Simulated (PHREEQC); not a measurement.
0.081 g of hydrous ferric oxide (600 m²/g; 0.2 weak and 0.005 strong sites per Fe, Dzombak-Morel constants, diffuse double layer) in 1 kg of water with 0.005 mol/kgw of an inert sodium salt and 2.5e-06 mol MnCl2 and 1.2e-05 mol CaCl2, at 25 °C; the pH is set by adding NaOH or the inert anion's acid. The system is closed to oxygen. The system is closed to CO2. No solid was allowed to form.

Base run: PHREEQC, ion-association model, wateq4f.dat. Each further column changes one thing. The table gives Ca sorbed (%).

```
pH    base  no electrostatic term (-no_edl)  background salt from 0.005 to 0.0005 mol/kgw  oxide from 0.081 to 0.41 g/kgw  0.00034 mol/kgw H3BO3 added
---  -----  -------------------------------  --------------------------------------------  ------------------------------  ---------------------------
3      0.0                              0.0                                           0.0                             0.0                          0.0
4      0.0                              0.0                                           0.0                             0.0                          0.0
5.5    0.0                              0.5                                           0.0                             0.0                          0.0
6.5    0.0                              3.2                                           0.0                             0.1                          0.0
7.5    0.9                              6.9                                           1.0                             7.1                          0.9
8.5   21.0                             10.3                                          23.5                            78.3                         21.0
10    98.5                             13.7                                          99.0                            99.9                         98.4
11   100.0                             13.4                                         100.0                           100.0                        100.0
```

The oxide is taken as insoluble; below pH 4 it would dissolve.
